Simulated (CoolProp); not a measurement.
Vapour-liquid equilibrium of benzene (1) + n-dodecane (2) at 0.164 MPa; x and y are mole fractions of (1).

Values from CoolProp's multi-fluid Helmholtz-energy mixture model, Thol 2012 and Lemmon 2004; pair parameters Bell 2016.

**Question.** Give the bubble temperature and the first vapour's composition at x = 0.2, 0.35, 0.5. Is there an azeotrope?

**Answer.** x = 0.2: 443.7 K, y = 0.845; x = 0.35: 414.1 K, y = 0.953; x = 0.5: 397.0 K, y = 0.981. No azeotrope shows between x = 0.05 and 0.95.

Pair parameters are fitted to limited data, so mixtures are less certain than the pure fluids.
